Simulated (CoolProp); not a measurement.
Properties of cyclopentane along the isotherm 549.4 K (Tc = 511.7 K, pc = 4.583 MPa, ω = 0.202).

Values from CoolProp's reference Helmholtz-energy equation of state, Gedanitz 2015.

| p (MPa) | phase | Z | speed of sound (m/s) | viscosity (µPa s) | conductivity (mW/(m K)) |
|---|---|---|---|---|---|
| 0.145 | gas | 0.9911 | 259.8 | 13.6 | 42.9 |
| 0.213 | gas | 0.9869 | 258.8 | 13.7 | 43.1 |
| 0.312 | gas | 0.9808 | 257.4 | 13.7 | 43.3 |
| 0.458 | gas | 0.9716 | 255.3 | 13.7 | 43.7 |
| 0.673 | gas | 0.9580 | 252.1 | 13.7 | 44.2 |
| 0.987 | gas | 0.9378 | 247.4 | 13.8 | 45.1 |
| 1.45 | gas | 0.9071 | 240.2 | 14.0 | 46.3 |
| 2.13 | gas | 0.8599 | 229.1 | 14.3 | 48.2 |
| 3.12 | gas | 0.7854 | 211.4 | 15.1 | 51.1 |
| 4.58 | gas | 0.6566 | 181.7 | 17.4 | 56.7 |
| 6.73 | supercritical | 0.4197 | 151.9 | 28.0 | 68.7 |
| 9.87 | supercritical | 0.3719 | 261.3 | 49.8 | 71.4 |
| 14.5 | supercritical | 0.4752 | 392.7 | 63.5 | 76.4 |
| 21.3 | supercritical | 0.6404 | 516.1 | 76.2 | 82.4 |
| 31.2 | supercritical | 0.8755 | 640.3 | 90.0 | 89.4 |
| 45.8 | supercritical | 1.208 | 773.1 | 107 | 97.7 |

Viscosity comes from a separate model (Chung 1988), a generic estimate that can be far off for the liquid and wasn't checked against measurements. Thermal conductivity comes from a separate model (Vassiliou 2015).
